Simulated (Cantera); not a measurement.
Feed: 1 mol SiCl₄, 0.64 mol C₃H₈, 1.8 mol H₂, equilibrated at 10.0 Torr.

Method: chemical equilibrium by Gibbs-energy minimisation in Cantera with the NASA 1993 tables (ideal gas, pure condensed phases). Candidate condensed phases: C, C₆H₆, C₇H₈, C₈H₁₈, Si, SiC; 109 gas species. The tables' values for SiCl, SiCl₃ are old estimates; treat these amounts as uncertain. Equilibrium is a limit: real reactors are often held back by kinetics, nucleation or transport. All values below are at 2100 K.

Base state: HCl 0.448, H₂ 0.440, SiCl₂ 0.0762, H 0.0179, Cl 0.0134, SiCl 0.00114, SiCl₃ 0.000978, Si 0.000780 (mole fractions); condensed: C(graphite) + SiC(s).

Question: What changes in the equilibrium state with this change: H₂ from 1.8 to 5 mol?

Answer: 
| species | before | after |
|---|---|---|
| H₂ | 0.440 | 0.598 |
| HCl | 0.448 | 0.338 |
| SiCl₂ | 0.0762 | 0.0318 |
| Cl | 0.0134 | 0.00867 |
| H | 0.0179 | 0.0209 |
| SiCl₄ | 1.25e-5 | 2.18e-6 |
| SiCl₃ | 0.000978 | 0.000264 |
| SiCl | 0.00114 | 0.000739 |
| C(graphite), mol | 1.42 | 1.23 |
| SiC(s), mol | 0.487 | 0.672 |
